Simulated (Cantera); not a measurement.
What does this Cantera script print?

```python
import numpy as np
import cantera as ct

gas_names = [...]  # 109 gases of nasa_gas.yaml made of C, Cl, H, Si
cond_names = """
    C(gr) C6H6(L) C7H8(L) C8H18(L),n-octa Si(cr) Si(L) SiC(b)
""".split()


# ... load() reads the species with a 1 bar reference pressure and builds the phases ...
atoms = {
    'SiH2Cl2': {'Si': 1, 'H': 2, 'CL': 2},
    'C2H2': {'C': 2, 'H': 2},
    'H2': {'H': 2},
}
top_T = {'C(gr)': 4500, 'SiC(b)': 3050}  # K; cautious upper limits of use, not melting points


# ... equilibrate(T, P, feed) seeds the gas with the atoms and calls Mixture.equilibrate('TP', solver="vcs", rtol=1e-11, max_steps=5000) ...
results = []
T = 2548.15  # K
P = 27000  # Pa
for m in [110, 150, 200, 260, 340, 450, 590, 780, 1000, 1300, 1800]:
    feed = {'SiH2Cl2': 1, 'C2H2': 0.47, 'H2': m}  # mol
    mix = equilibrate(T, P, feed)
    results.append((T, P, feed, dict(zip(mix.species_names, mix.species_moles))))
    x = sorted(zip(gas.X, gas.species_names), reverse=True)
    print(f"T = {T:g} K  P = {P:g} Pa  n(H2) = {m:g} mol  gas = {mix.phase_moles(0):.4g} mol")
    print("   x: " + "  ".join(f"{s} {v:.3e}" for v, s in x if v > 1e-05))
    print("   condensed (mol): " + ("  ".join(f"{mix.phase(i).name} {mix.phase_moles(i):.4g}"
          for i in range(1, mix.n_phases) if mix.phase_moles(i) > 1e-12) or "none"))
```

Output:

```
T = 2548.15 K  P = 27000 Pa  n(H2) = 110 mol  gas = 116.7 mol
   x: H2 9.148e-01  H 5.697e-02  HCL 1.606e-02  Si 5.878e-03  C2H2,acetylene 3.284e-03  SiH 7.184e-04  CL 7.038e-04  SiC2 4.750e-04  Si2C 4.343e-04  SiH2 2.604e-04  SiCL 1.904e-04  SiCL2 9.385e-05  Si2 3.950e-05  CH3 1.814e-05  CH4 1.638e-05  C2H 1.623e-05
   condensed (mol): none
T = 2548.15 K  P = 27000 Pa  n(H2) = 150 mol  gas = 157.9 mol
   x: H2 9.217e-01  H 5.718e-02  HCL 1.195e-02  Si 4.607e-03  C2H2,acetylene 2.535e-03  SiH 5.652e-04  CL 5.219e-04  SiC2 2.852e-04  Si2C 2.335e-04  SiH2 2.056e-04  SiCL 1.107e-04  SiCL2 4.046e-05  Si2 2.427e-05  CH3 1.606e-05  CH4 1.456e-05  C2H 1.248e-05
   condensed (mol): none
T = 2548.15 K  P = 27000 Pa  n(H2) = 200 mol  gas = 209.4 mol
   x: H2 9.266e-01  H 5.733e-02  HCL 9.055e-03  Si 3.623e-03  C2H2,acetylene 1.976e-03  SiH 4.457e-04  CL 3.943e-04  SiC2 1.739e-04  SiH2 1.626e-04  Si2C 1.272e-04  SiCL 6.575e-05  SiCL2 1.816e-05  Si2 1.501e-05  CH3 1.425e-05  CH4 1.295e-05
   condensed (mol): none
T = 2548.15 K  P = 27000 Pa  n(H2) = 260 mol  gas = 271.2 mol
   x: H2 9.300e-01  H 5.744e-02  HCL 7.012e-03  Si 2.882e-03  C2H2,acetylene 1.563e-03  SiH 3.551e-04  CL 3.048e-04  SiH2 1.298e-04  SiC2 1.090e-04  Si2C 7.140e-05  SiCL 4.042e-05  CH3 1.272e-05  CH4 1.158e-05
   condensed (mol): none
T = 2548.15 K  P = 27000 Pa  n(H2) = 340 mol  gas = 353.6 mol
   x: H2 9.328e-01  H 5.753e-02  HCL 5.390e-03  Si 2.262e-03  C2H2,acetylene 1.222e-03  SiH 2.791e-04  CL 2.340e-04  SiH2 1.022e-04  SiC2 6.670e-05  Si2C 3.884e-05  SiCL 2.435e-05  CH3 1.128e-05  CH4 1.029e-05
   condensed (mol): none
T = 2548.15 K  P = 27000 Pa  n(H2) = 450 mol  gas = 466.8 mol
   x: H2 9.351e-01  H 5.759e-02  HCL 4.089e-03  Si 1.744e-03  C2H2,acetylene 9.399e-04  SiH 2.155e-04  CL 1.773e-04  SiH2 7.898e-05  SiC2 3.946e-05  Si2C 2.023e-05  SiCL 1.423e-05
   condensed (mol): none
T = 2548.15 K  P = 27000 Pa  n(H2) = 590 mol  gas = 611 mol
   x: H2 9.367e-01  H 5.765e-02  HCL 3.128e-03  Si 1.350e-03  C2H2,acetylene 7.261e-04  SiH 1.669e-04  CL 1.355e-04  SiH2 6.123e-05  SiC2 2.355e-05  Si2C 1.064e-05
   condensed (mol): none
T = 2548.15 K  P = 27000 Pa  n(H2) = 780 mol  gas = 806.7 mol
   x: H2 9.380e-01  H 5.769e-02  HCL 2.371e-03  Si 1.032e-03  C2H2,acetylene 5.544e-04  SiH 1.278e-04  CL 1.026e-04  SiH2 4.690e-05  SiC2 1.374e-05
   condensed (mol): none
T = 2548.15 K  P = 27000 Pa  n(H2) = 1000 mol  gas = 1033 mol
   x: H2 9.389e-01  H 5.771e-02  HCL 1.852e-03  Si 8.113e-04  C2H2,acetylene 4.349e-04  SiH 1.005e-04  CL 8.013e-05  SiH2 3.689e-05
   condensed (mol): none
T = 2548.15 K  P = 27000 Pa  n(H2) = 1300 mol  gas = 1342 mol
   x: H2 9.397e-01  H 5.774e-02  HCL 1.427e-03  Si 6.277e-04  C2H2,acetylene 3.359e-04  SiH 7.775e-05  CL 6.169e-05  SiH2 2.856e-05
   condensed (mol): none
T = 2548.15 K  P = 27000 Pa  n(H2) = 1800 mol  gas = 1857 mol
   x: H2 9.404e-01  H 5.776e-02  HCL 1.031e-03  Si 4.557e-04  C2H2,acetylene 2.432e-04  SiH 5.647e-05  CL 4.459e-05  SiH2 2.075e-05
   condensed (mol): none
```

Method: chemical equilibrium by Gibbs-energy minimisation in Cantera with the NASA 1993 tables (ideal gas, pure condensed phases). The tables' values for SiCl are old estimates; treat these amounts as uncertain. Gases not in the tables: Si2H6 and higher silanes.
